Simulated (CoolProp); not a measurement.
Vapour pressure (MPa) of fluorine: the reference equation beside estimates from Tc = 144.4 K, pc = 5.240 MPa, ω = 0.045.

Values from CoolProp's reference Helmholtz-energy equation of state, de Reuck 1990.

| T (K) | reference | Lee-Kesler | van der Waals | Peng-Robinson |
|---|---|---|---|---|
| 66.7 | … | 0.006792 | 0.08338 | 0.007290 |
| 70.9 | 0.01400 | 0.01449 | 0.1285 | 0.01537 |
| 75.2 | 0.02789 | 0.02864 | 0.1907 | 0.03003 |
| 79.4 | 0.05050 | 0.05164 | 0.2697 | 0.05355 |
| 83.7 | 0.08670 | … | 0.3716 | 0.09078 |
| 88 | 0.1405 | … | 0.4974 | … |
| 92.2 | 0.2149 | 0.2184 | 0.6455 | 0.2209 |
| 96.5 | 0.3186 | 0.3233 | 0.8251 | 0.3255 |
| 100.8 | 0.4558 | 0.4618 | 1.035 | 0.4634 |
| 105 | 0.6278 | 0.6350 | 1.271 | 0.6361 |
| 109.3 | 0.8485 | 0.8568 | 1.546 | 0.8579 |
| 113.6 | 1.121 | 1.130 | 1.857 | 1.132 |
| 117.8 | 1.442 | 1.451 | 2.196 | 1.455 |
| 122.1 | 1.834 | 1.843 | 2.581 | 1.851 |

Problem. What belongs in the gaps?

Solution. 
- 66.7, reference: 0.006496
- 83.7, Lee-Kesler: 0.08840
- 88, Lee-Kesler: 0.1430
- 88, Peng-Robinson: 0.1456

Absolute difference from the reference over all 14 rows, mean and median: Lee-Kesler 1.8 and 1.6 %, van der Waals 316.5 and 179.7 %, Peng-Robinson 4.0 and 2.5 %.
